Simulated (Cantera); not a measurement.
A Cantera script and what it prints.

```python
import numpy as np
import cantera as ct

gas_names = """
    CL CLO CL2 H HCL HOCL HO2 H2 H2O H2O2 O OH O2 O3 Si SiCL SiCL2 SiCL3 SiCL4 SiH SiHCL3 SiH2 SiH2CL2
    SiH3 SiH3CL SiH4 SiO SiO2 Si2 Si3
""".split()
cond_names = """
    H2O(s) H2O(L) Si(cr) Si(L) SiO2(Lqz) SiO2(hqz) SiO2(L)
""".split()


# ... load() reads the species with a 1 bar reference pressure and builds the phases ...
atoms = {
    'SiH2Cl2': {'Si': 1, 'H': 2, 'CL': 2},
    'H2O': {'H': 2, 'O': 1},
    'H2': {'H': 2},
}
top_T = {}  # K; cautious upper limits of use, not melting points


# ... equilibrate(T, P, feed) seeds the gas with the atoms and calls Mixture.equilibrate('TP', solver="vcs", rtol=1e-11, max_steps=5000) ...
results = []
T = 1398  # K
P = 19  # Pa
for m in [0.15, 0.24, 0.4, 0.65, 1.1, 1.7, 2.9, 4.7, 7.7, 13, 21]:
    feed = {'SiH2Cl2': 1, 'H2O': m, 'H2': 13}  # mol
    mix = equilibrate(T, P, feed)
    results.append((T, P, feed, dict(zip(mix.species_names, mix.species_moles))))

top = {s: max(r[3][s] / sum(r[3][g] for g in gas_names) for r in results) for s in gas_names}
cols = sorted((s for s in top if top[s] > 0.001), key=lambda s: -top[s])[:8]
seen = [c for c in cond_names if any(r[3].get(c, 0) > 1e-12 for r in results)]
print("log10 of partial pressures in bar; condensed amounts in mol")
print(f"{'n(H2O)':>10s}" + "".join(f"{s[:9]:>10s}" for s in cols + seen))
for T, P, feed, n in results:
    ng = sum(n[g] for g in gas_names)
    print(f"{feed['H2O']:10.4g}" + "".join(f"{np.log10(max(n[s] / ng * P / 1e5, 1e-99)):10.3f}" for s in cols)
          + "".join(f"{n.get(c, 0):10.4g}" for c in seen))
```

Output:

```
log10 of partial pressures in bar; condensed amounts in mol
    n(H2O)        H2       H2O       HCL       SiO     SiCL2    Si(cr) SiO2(hqz)
      0.15    -3.775   -11.343    -4.799    -5.730    -5.354    0.4907         0
      0.24    -3.778   -11.146    -4.803    -5.531    -5.360    0.4019         0
       0.4    -3.781   -10.937    -4.811    -5.318    -5.371    0.2438         0
      0.65    -3.787   -10.737    -4.820    -5.121    -5.392         0         0
       1.1    -3.801    -8.933    -4.657    -5.012    -6.762         0    0.1155
       1.7    -3.784    -8.449    -4.652    -5.479    -7.702         0    0.7015
       2.9    -3.798    -5.020    -4.673    -8.922   -14.617         0    0.9999
       4.7    -3.840    -4.584    -4.715    -9.399   -15.613         0         1
       7.7    -3.901    -4.321    -4.776    -9.723   -16.323         0         1
        13    -3.992    -4.127    -4.868   -10.009   -16.986         0         1
        21    -4.102    -3.999    -4.977   -10.246   -17.569         0         1
```

These are equilibrium values from Cantera (NASA tables, ideal gas, pure condensed phases), not measurements of a reactor. The tables' values for SiCl3 are old estimates; treat these amounts as uncertain. The tables hold silica as quartz up to 1696 K and as liquid above; real silica turns to tridymite and cristobalite and melts near 1996 K.
